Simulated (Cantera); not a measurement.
Mixture: CH4 : O2 : N2 = 1 : 2.25 : 8.45 (molar parts), equivalence ratio 0.89, at 5.00 bar, adiabatic and at constant pressure. Ignition delay is the time to a rise of 400 K.

Cantera simulation using GRI-Mech 3.0 (53 species, 325 reactions); the numbers are that mechanism's predictions, not measurements.

Predict: delay at 1225 K; delay at 1325 K; delay at 1425 K; delay at 1525 K; delay at 1625 K; delay at 1725 K; apparent activation energy between 1525 and 1725 K.


```json
{
 "delay at 1225 K": "6.84 ms",
 "delay at 1325 K": "2.05 ms",
 "delay at 1425 K": "0.684 ms",
 "delay at 1525 K": "0.251 ms",
 "delay at 1625 K": "0.102 ms",
 "delay at 1725 K": "46.4 µs",
 "apparent activation energy between 1525 and 1725 K": "180 kJ/mol"
}
```
